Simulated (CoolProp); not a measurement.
R1234ze(Z) along the isotherm 166.85 °C: fugacity coefficient from the reference equation and from simpler models built on Tc = 150.1 °C, pc = 35.31 bar, ω = 0.327; each cubic takes its own stable root.

Computed with CoolProp (reference Helmholtz-energy equation of state, Akasaka 2019).

| p (bar) | phase | reference |
|---|---|---|
| 0.167 | gas | 0.9985 |
| 0.317 | gas | 0.9971 |
| 0.602 | gas | 0.9944 |
| 1.14 | gas | 0.9895 |
| 2.16 | gas | 0.9801 |
| 4.1 | gas | 0.9624 |
| 7.77 | gas | 0.9292 |
| 14.7 | gas | 0.8679 |
| 27.9 | gas | 0.7549 |
| 53 | supercritical | 0.5426 |

Task: How far does each simpler model (van der Waals, Redlich-Kwong, Soave-Redlich-Kwong, Peng-Robinson) lie from the reference over these 10 states: mean and median of the absolute difference, and the worst?

Result: 
- van der Waals: mean 1.6 %, median 0.5 %, worst +6.3 % at 166.85 °C and 53 bar
- Redlich-Kwong: mean 0.7 %, median 0.2 %, worst +3.1 % at 166.85 °C and 53 bar
- Soave-Redlich-Kwong: mean 1.1 %, median 0.3 %, worst +6.0 % at 166.85 °C and 53 bar
- Peng-Robinson: mean 0.2 %, median 0.1 %, worst +1.3 % at 166.85 °C and 53 bar
